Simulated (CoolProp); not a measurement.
Computed with CoolProp (reference Helmholtz-energy equation of state, Span 2003). It is a short technical equation, of lower accuracy than the large ones.

Q: For n-heptane, give the phase and the Z, cv (kJ/(kg K)), speed of sound (m/s), Prandtl number at 395.2 K and 1.26 MPa; 395.2 K and 3.78 MPa.

A: 
- 395.2 K and 1.26 MPa: liquid; Z 0.0648, cv 2.15, speed of sound 755, Prandtl number 4.63
- 395.2 K and 3.78 MPa: liquid; Z 0.193, cv 2.15, speed of sound 786, Prandtl number 4.70

Viscosity comes from a separate model (Michailidou 2014). Thermal conductivity comes from a separate model (Assael 2013).
